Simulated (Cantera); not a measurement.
## Ignition delay

Mixture: CH4 : CO : O2 : N2 : H2O = 1 : 0.046 : 1.84 : 6.91 : 0.016 (molar parts), equivalence ratio 1.1, at 1.00 bar, adiabatic and at constant volume. Ignition delay is the time to a rise of 400 K.

Detailed kinetics in Cantera: GRI-Mech 3.0 (53 species, 325 reactions).

| T0 (K) | delay (ms) |
|---|---|
| 1298 | 12.3 |
| 1398 | 3.55 |
| 1498 | 1.19 |
| 1598 | 0.463 |
| 1698 | 0.209 |
| 1798 | 0.107 |

```yaml
apparent activation energy between 1598 and 1798 K: 180 kJ/mol
```
